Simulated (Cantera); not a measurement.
Input (Python, Cantera) and output of one run.

```python
import numpy as np
import cantera as ct

gas_names = [...]  # 115 gases of nasa_gas.yaml made of C, Ca, H, O
cond_names = """
    C(gr) C6H6(L) C7H8(L) C8H18(L),n-octa Ca(a) Ca(b) Ca(L) CaCO3(caL) CaO(s) CaO(L) CaO2H2(s) H2O(s)
    H2O(L)
""".split()


# ... load() reads the species with a 1 bar reference pressure and builds the phases ...
atoms = {
    'CaCO3': {'Ca': 1, 'C': 1, 'O': 3},
    'H2O': {'H': 2, 'O': 1},
}
top_T = {'C(gr)': 4500}  # K; cautious upper limits of use, not melting points


# ... equilibrate(T, P, feed) seeds the gas with the atoms and calls Mixture.equilibrate('TP', solver="vcs", rtol=1e-11, max_steps=5000) ...
results = []
feed = {'CaCO3': 1, 'H2O': 0.66}  # mol
P = 100000  # Pa
for T in [598, 698, 798, 898, 998, 1098, 1198, 1298, 1398, 1498, 1598, 1698, 1798, 1898]:
    mix = equilibrate(T, P, feed)
    results.append((T, P, feed, dict(zip(mix.species_names, mix.species_moles))))
    x = sorted(zip(gas.X, gas.species_names), reverse=True)
    print(f"T = {T:g} K  P = {P:g} Pa  gas = {mix.phase_moles(0):.4g} mol")
    print("   x: " + "  ".join(f"{s} {v:.3e}" for v, s in x if v > 0.0001))
    print("   condensed (mol): " + ("  ".join(f"{mix.phase(i).name} {mix.phase_moles(i):.4g}"
          for i in range(1, mix.n_phases) if mix.phase_moles(i) > 1e-12) or "none"))
```

Output:

```
T = 598 K  P = 100000 Pa  gas = 0.66 mol
   x: H2O 1.000e+00
   condensed (mol): CaCO3(caL) 1  CaO2H2(s) 4.653e-06
T = 698 K  P = 100000 Pa  gas = 0.66 mol
   x: H2O 9.999e-01
   condensed (mol): CaCO3(caL) 1  CaO2H2(s) 3.698e-05
T = 798 K  P = 100000 Pa  gas = 0.6602 mol
   x: H2O 9.997e-01  CO2 2.913e-04
   condensed (mol): CaCO3(caL) 0.9998  CaO(s) 0.0001923
T = 898 K  P = 100000 Pa  gas = 0.6635 mol
   x: H2O 9.947e-01  CO2 5.280e-03
   condensed (mol): CaCO3(caL) 0.9965  CaO(s) 0.003503
T = 998 K  P = 100000 Pa  gas = 0.6967 mol
   x: H2O 9.473e-01  CO2 5.270e-02
   condensed (mol): CaCO3(caL) 0.9633  CaO(s) 0.03672
T = 1098 K  P = 100000 Pa  gas = 0.9997 mol
   x: H2O 6.602e-01  CO2 3.398e-01
   condensed (mol): CaCO3(caL) 0.6603  CaO(s) 0.3397
T = 1198 K  P = 100000 Pa  gas = 1.66 mol
   x: CO2 6.024e-01  H2O 3.976e-01
   condensed (mol): CaO(s) 1
T = 1298 K  P = 100000 Pa  gas = 1.66 mol
   x: CO2 6.024e-01  H2O 3.976e-01
   condensed (mol): CaO(s) 1
T = 1398 K  P = 100000 Pa  gas = 1.66 mol
   x: CO2 6.023e-01  H2O 3.975e-01
   condensed (mol): CaO(s) 1
T = 1498 K  P = 100000 Pa  gas = 1.66 mol
   x: CO2 6.021e-01  H2O 3.975e-01  CO 2.386e-04  O2 1.437e-04
   condensed (mol): CaO(s) 1
T = 1598 K  P = 100000 Pa  gas = 1.661 mol
   x: CO2 6.016e-01  H2O 3.973e-01  CO 6.167e-04  O2 3.587e-04  H2 1.359e-04
   condensed (mol): CaO(s) 1
T = 1698 K  P = 100000 Pa  gas = 1.661 mol
   x: CO2 6.004e-01  H2O 3.969e-01  CO 1.421e-03  O2 8.037e-04  H2 2.755e-04  OH 1.777e-04
   condensed (mol): CaO(s) 1
T = 1798 K  P = 100000 Pa  gas = 1.663 mol
   x: CO2 5.983e-01  H2O 3.961e-01  CO 2.974e-03  O2 1.644e-03  H2 5.165e-04  OH 4.034e-04
   condensed (mol): CaO(s) 1
T = 1898 K  P = 100000 Pa  gas = 1.666 mol
   x: CO2 5.945e-01  H2O 3.948e-01  CO 5.738e-03  O2 3.110e-03  H2 9.068e-04  OH 8.384e-04
   condensed (mol): CaO(s) 1
```

Cantera equilibrium calculation (NASA polynomials, part measured and part estimated; ideal gas, pure solids and liquids). Mutual solubility and eutectic melting of coexisting phases are not modelled.
